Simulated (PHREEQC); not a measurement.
A PHREEQC input (ion-association model, phreeqc.dat):

```
SOLUTION 1
  temp 30
  units mg/L
  pH 6.39
  pe 9.5
  Na 0.00313
  K 0.0255
  Ca 0.0205
  Mg 0.00854
  Cl 0.0637
  S(6) 0.00798 as SO4
  Alkalinity 0.0387 as HCO3 charge
  Cd 0.000115
  Cu(2) 0.00105
  Br 0.00435
  O(0) 0.00167
  Ba 0.00743
END
USE solution 1
EQUILIBRIUM_PHASES 1
  Gypsum 0 0
  CO2(g) -3.4 10
END
```

It stops with these messages:

```
ERROR: Alkalinity cannot be used with charge balance or solution phase boundary constraints.
ERROR: Program terminating due to input errors.
```

The fault: charge balance asked on alkalinity. The line should read `as HCO3` where the input has `as HCO3 charge`. With the mend the run ends at pH 5.68 and ionic strength 5.75e-6 mol/kgw.
